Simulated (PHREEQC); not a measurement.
A solution holds 0.0076 mol KH2PO4, 0.0029 mol NH3 and 0.0026 mol KCl per kg of water, at 25 °C. Closed to the air; pH follows from the charge balance.

Model: ion-association model, wateq4f.dat, run in PHREEQC.

Each row changes one thing in this solution. Precipitation was switched off in this run.

```tsv
case	pH	ionic strength (mol/kgw)
as made	6.83	0.0159
temperature from 25 to 80 °C	6.66	0.0156
KH2PO4 replaced by K3PO4 at the same molality	11.64	0.0375
diluted 2-fold with water	6.87	0.00797
diluted 10-fold with water	6.94	0.00160
NH3 left out	4.76	0.0103
KCl from 0.0026 to 0.013 mol/kgw	6.79	0.0263
KH2PO4 from 0.0076 to 0.038 mol/kgw	5.87	0.0462
KH2PO4 left out	10.34	0.00283
```

H3PO4, which wateq4f.dat lacks, is added to it with the constant of phreeqc.dat. Constants without temperature data keep their 25 °C values here.
